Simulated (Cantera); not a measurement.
A closed system holds: 1 mol Si3N4, 0.17 mol C, 2.8 mol N2, held at 1 atm.

Method: chemical equilibrium by Gibbs-energy minimisation in Cantera with the NASA 1993 tables (ideal gas, pure condensed phases). Candidate condensed phases: C, Si, SiC, Si3N4; 32 gas species. Ions and electrons are included (thermal ionisation). The tables' values for SiN are old estimates; treat these amounts as uncertain. Rates play no part. All values below are at 3750 K.

Base state: N2 0.613, Si 0.357, SiN 0.00825, CN 0.00599, SiC2 0.00535, Si2 0.00475, Si2C 0.00278, C 0.00113 (mole fractions); condensed: gas only.

### Question
What changes in the equilibrium state with this change: N2 from 2.8 to 0.78 mol?

### Answer
```
species    before     after
-------  --------  --------
N2          0.613     0.480
Si          0.357     0.478
SiN       0.00825   0.00979
Si2       0.00475   0.00853
Si3       8.96e-5  0.000216
Si2C      0.00278   0.00528
Si2N     0.000602  0.000958
```
